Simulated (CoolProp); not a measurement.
Vapour-liquid equilibrium of CHF3 (R23) (1) + R143a (2) at 263 K; x and y are mole fractions of (1).

Computed with CoolProp (multi-fluid Helmholtz-energy mixture model, Penoncello 2003 and Lemmon and Jacobsen 2000; pair parameters Bell 2016).

```csv
x,bubble pressure (MPa),y at the bubble point,dew pressure at overall composition x (MPa),liquid density (mol/L)
0.05,0.4995,0.138,0.4640,12.74
0.15,0.6188,0.357,0.5049,13.06
0.25,0.7506,0.518,0.5541,13.38
0.35,0.8908,0.636,0.6140,13.70
0.45,1.036,0.725,0.6887,14.02
0.55,1.183,0.794,0.7844,14.34
0.65,1.331,0.850,0.9111,14.67
0.75,1.481,0.897,1.085,14.99
0.85,1.634,0.940,1.331,15.32
0.95,1.794,0.980,1.673,15.64
```

No azeotrope shows between x = 0.05 and 0.95.

Pair parameters are fitted to limited data, so mixtures are less certain than the pure fluids.
